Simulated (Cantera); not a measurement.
Feed: 1 mol FeS2, 4.1 mol SO2, 21 mol N2, at 825 K.

Method: chemical equilibrium by Gibbs-energy minimisation in Cantera with the NASA 1993 tables (ideal gas, pure condensed phases). Candidate condensed phases: Fe, FeO, FeS, FeSO4, FeS2, Fe2O3, Fe2(SO4)3, Fe3O4, S; 19 gas species. FeS: taken at fixed stoichiometry. Gases not in the tables: S3 to S7. Equilibrium is a limit: real reactors are often held back by kinetics, nucleation or transport.

x: gas mole fraction; n: condensed amount in mol.

| P (Pa) | x N2 | x SO2 | x S2 | x S2O | n FeS(s) | n FeS2(s) | n Fe3O4(s) |
|---|---|---|---|---|---|---|---|
| 1000 | 0.820 | 0.160 | 0.0192 | 0.000420 | 1.00 | 0 | 0 |
| 4600 | 0.830 | 0.162 | 0.00782 | 0.000316 | 0.408 | 0.592 | 0 |
| 21000 | 0.836 | 0.162 | 0.00239 | 0.000189 | 0 | 0.952 | 0.0159 |
| 96000 | 0.836 | 0.163 | [?] | [?] | 0 | 0.977 | [?] |
| 440000 | 0.836 | 0.163 | [?] | [?] | 0 | 0.988 | [?] |
| 2000000 | 0.837 | 0.163 | 0.000245 | 0.000108 | 0 | 0.994 | 0.00205 |

Q: Some entries are withheld; supply them.

A: 
- 440000, x S2: 0.000523
- 440000, x S2O: 0.000130
- 440000, n Fe3O4(s): 0.00390
- 96000, x S2: 0.00112
- 96000, x S2O: 0.000157
- 96000, n Fe3O4(s): 0.00776
